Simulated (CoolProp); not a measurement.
Properties of R123 along the isobar 7620 kPa.

Model: reference Helmholtz-energy equation of state, Younglove 1994, in CoolProp. It is a modified Benedict-Webb-Rubin equation, recast in Helmholtz form.

```csv
T (°C),phase,speed of sound (m/s),expansivity (1/kK),viscosity (µPa s),Prandtl number
-10.45,liquid,871.5,1.436,704,7.64
10.25,liquid,795.7,1.521,545,6.47
30.95,liquid,[?],1.623,431,5.60
51.75,liquid,653.6,1.748,346,4.93
72.45,liquid,587.1,1.904,282,4.39
93.15,liquid,522.9,2.108,232,3.95
113.85,liquid,[?],2.387,193,[?]
134.65,liquid,398.4,2.790,160,3.32
155.35,liquid,337.4,[?],133,3.11
176.05,liquid,276.8,4.432,110,2.96
196.85,supercritical,217.2,6.314,89.1,2.86
```

**Question.** Fill in the missing entries.

**Answer.** 
- 30.95, speed of sound (m/s): 723.2
- 113.85, speed of sound (m/s): 460.3
- 113.85, Prandtl number: 3.60
- 155.35, expansivity (1/kK): 3.407

Viscosity comes from a separate model (Tanaka 1996). Thermal conductivity comes from a separate model (Laesecke 1996).
